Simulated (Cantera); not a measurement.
Feed: 1 mol AlCl3, 37 mol N2, 890 mol H2, held at 973.15 K and 0.860 bar.

These are equilibrium values from Cantera (NASA tables, ideal gas, pure condensed phases), not measurements of a reactor. Candidate condensed phases: Al, AlCl3, AlN, NH4Cl; 20 gas species. Equilibrium is a limit: real reactors are often held back by kinetics, nucleation or transport.

Base state: H2 0.957, N2 0.0393, HCl 0.00323, NH3 0.000112 (mole fractions); condensed: AlN(s).

Task: What changes in the equilibrium state with this change: temperature from 973.15 K to 1923.15 K?

Result: 
```
species       before     after
-----------  -------  --------
H2             0.957     0.956
N2            0.0393    0.0398
HCl          0.00323   0.00215
AlCl           <1e-9   0.00105
H            1.15e-9  0.000994
AlCl2          <1e-9   1.24e-5
AlN(s), mol    0.998         0
```
The tables' values for AlCl2 are old estimates; treat these amounts as uncertain.
